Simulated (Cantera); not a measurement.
Feed: 1 mol FeS2, 2100 mol H2, equilibrated at 1777 °C and 0.450 bar.

Cantera equilibrium calculation (NASA polynomials, part measured and part estimated; ideal gas, pure solids and liquids). Candidate condensed phases: Fe, FeS, FeS2, S; 8 gas species. Kinetics and transport are ignored.

Base state: H2 0.995, H 0.00337, H2S 0.000753, Fe 0.000475, SH 0.000173, S 1.42e-5 (mole fractions); condensed: gas only.

Task: What changes in the equilibrium state with this change: FeS2 replaced by ZrO2?

Result: 
```json
[
 {"species": "H2", "before": "0.995", "after": "0.997"},
 {"species": "H", "before": "0.00337", "after": "0.00338"},
 {"species": "H2S", "before": "0.000753", "after": "0"},
 {"species": "Fe", "before": "0.000475", "after": "0"},
 {"species": "SH", "before": "0.000173", "after": "0"},
 {"species": "S", "before": "1.42e-5", "after": "0"},
 {"species": "Zr(β), mol", "before": "0", "after": "0.00139"},
 {"species": "ZrO2(tetragonal), mol", "before": "0", "after": "0.998"}
]
```
Mutual solubility and eutectic melting of coexisting phases are not modelled. Condensed phases not in the tables: N, O or C dissolved in the metal. Further candidate phases: H2O, Zr, ZrO2.

Task: What changes in the equilibrium state with this change: temperature from 1777 °C to 1600 °C?

Result: 
```json
[
 {"species": "H2", "before": "0.995", "after": "0.998"},
 {"species": "H", "before": "0.00337", "after": "0.000962"},
 {"species": "H2S", "before": "0.000753", "after": "0.000864"},
 {"species": "Fe", "before": "0.000475", "after": "0.000176"},
 {"species": "S", "before": "1.42e-5", "after": "2.95e-6"},
 {"species": "SH", "before": "0.000173", "after": "7.99e-5"},
 {"species": "Fe(l), mol", "before": "0", "after": "0.630"}
]
```
